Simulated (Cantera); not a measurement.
Charge: 1 mol BN, 5.1 mol HCl, 19 mol N2, equilibrated at 950 K and 3.90 Pa.

Method: chemical equilibrium by Gibbs-energy minimisation in Cantera with the NASA 1993 tables (ideal gas, pure condensed phases). Candidate condensed phases: B, BN, NH4Cl; 21 gas species. Kinetics and transport are ignored.

Base state: N2 0.789, HCl 0.210, H2 0.000608, BCl3 0.000405 (mole fractions); condensed: BN(s).

Question: What changes in the equilibrium state with this change: N2 from 19 to 1.2 mol?

Answer: 
```csv
species,before,after
HCl,0.210,0.801
N2,0.789,0.192
H2,0.000608,0.00402
BCl3,0.000405,0.00268
"BN(s), mol",0.990,0.983
```
Gases not in the tables: BHCl2.

Question: What changes in the equilibrium state with this change: N2 from 19 to 1.4 mol?

Answer: 
| species | before | after |
|---|---|---|
| HCl | 0.210 | 0.777 |
| N2 | 0.789 | 0.217 |
| H2 | 0.000608 | 0.00378 |
| BCl3 | 0.000405 | 0.00252 |
| BN(s), mol | 0.990 | 0.984 |
Gases not in the tables: BHCl2.
